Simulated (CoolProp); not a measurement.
Vapour-liquid equilibrium of n-heptane (1) + ethylbenzene (2) at 2.58 kPa; x and y are mole fractions of (1).

Computed with CoolProp (multi-fluid Helmholtz-energy mixture model, Span 2003 and Zhou 2012; pair parameters Bell 2016).

| x | bubble temperature, mixture model (K) | bubble temperature, Raoult's law (K) | y, mixture model | y, Raoult's law |
|---|---|---|---|---|
| 0.05 | 306.3 | 308.0 | 0.258 | 0.189 |
| 0.125 | 301.2 | 304.1 | 0.480 | 0.395 |
| 0.2 | 297.6 | 300.8 | 0.609 | 0.539 |
| 0.275 | 294.8 | 298.0 | 0.692 | 0.644 |
| 0.35 | 292.6 | 295.5 | (withheld) | 0.723 |
| 0.425 | (withheld) | 293.3 | 0.798 | 0.785 |
| 0.5 | 289.3 | 291.4 | 0.834 | 0.834 |
| 0.575 | 288.0 | 289.6 | (withheld) | 0.873 |
| 0.65 | 286.8 | 288.0 | 0.893 | 0.905 |
| 0.725 | (withheld) | 286.5 | (withheld) | 0.932 |
| 0.8 | (withheld) | 285.2 | 0.941 | 0.955 |
| 0.875 | (withheld) | 283.9 | 0.963 | 0.974 |
| 0.95 | 282.7 | 282.8 | (withheld) | 0.990 |

Q: What belongs in the gaps?

A: 
- 0.35, y, mixture model: 0.752
- 0.425, bubble temperature, mixture model (K): 290.8
- 0.575, y, mixture model: 0.865
- 0.725, bubble temperature, mixture model (K): 285.7
- 0.725, y, mixture model: 0.917
- 0.8, bubble temperature, mixture model (K): 284.6
- 0.875, bubble temperature, mixture model (K): 283.6
- 0.95, y, mixture model: 0.985

The largest gap from Raoult's law is -3.2 K in bubble temperature, at x = 0.2. No azeotrope shows between x = 0.05 and 0.95.

Pair parameters are fitted to limited data, so mixtures are less certain than the pure fluids.
